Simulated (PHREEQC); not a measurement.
3.1 g of hydrous ferric oxide (600 m²/g; 0.2 weak and 0.005 strong sites per Fe, Dzombak-Morel constants, diffuse double layer) in 1 kg of water with 0.001 mol/kgw of an inert sodium salt, at 25 °C; the pH is set by adding NaOH or the inert anion's acid. O2 is buffered at 0.21 atm. The system is closed to CO2. Precipitation was switched off in this run.

Base run: PHREEQC, ion-association model, wateq4f.dat. Each further column changes one thing. The table gives surface charge σ (C/m²).

```json
[
 {"pH": "4", "base": "0.151", "background salt from 0.001 to 0.0001 mol/kgw": "0.126", "0.027 mol/kgw NaH2PO4 added": "0.003"},
 {"pH": "4.5", "base": "0.097", "background salt from 0.001 to 0.0001 mol/kgw": "0.072", "0.027 mol/kgw NaH2PO4 added": "-0.002"},
 {"pH": "5.5", "base": "0.035", "background salt from 0.001 to 0.0001 mol/kgw": "…", "0.027 mol/kgw NaH2PO4 added": "-0.017"},
 {"pH": "6", "base": "0.020", "background salt from 0.001 to 0.0001 mol/kgw": "0.008", "0.027 mol/kgw NaH2PO4 added": "-0.027"},
 {"pH": "6.5", "base": "0.011", "background salt from 0.001 to 0.0001 mol/kgw": "…", "0.027 mol/kgw NaH2PO4 added": "…"},
 {"pH": "7.5", "base": "0.003", "background salt from 0.001 to 0.0001 mol/kgw": "…", "0.027 mol/kgw NaH2PO4 added": "-0.086"},
 {"pH": "8", "base": "0.000", "background salt from 0.001 to 0.0001 mol/kgw": "0.000", "0.027 mol/kgw NaH2PO4 added": "-0.101"},
 {"pH": "8.5", "base": "-0.002", "background salt from 0.001 to 0.0001 mol/kgw": "-0.001", "0.027 mol/kgw NaH2PO4 added": "-0.111"},
 {"pH": "9.5", "base": "-0.009", "background salt from 0.001 to 0.0001 mol/kgw": "-0.004", "0.027 mol/kgw NaH2PO4 added": "…"},
 {"pH": "10", "base": "-0.016", "background salt from 0.001 to 0.0001 mol/kgw": "-0.008", "0.027 mol/kgw NaH2PO4 added": "-0.149"}
]
```

Question: Complete the blanks.

Answer: 
- 5.5, background salt from 0.001 to 0.0001 mol/kgw: 0.018
- 6.5, background salt from 0.001 to 0.0001 mol/kgw: 0.004
- 6.5, 0.027 mol/kgw NaH2PO4 added: -0.042
- 7.5, background salt from 0.001 to 0.0001 mol/kgw: 0.001
- 9.5, 0.027 mol/kgw NaH2PO4 added: -0.135

 H3PO4, which wateq4f.dat lacks, is added to it with the constant of phreeqc.dat.
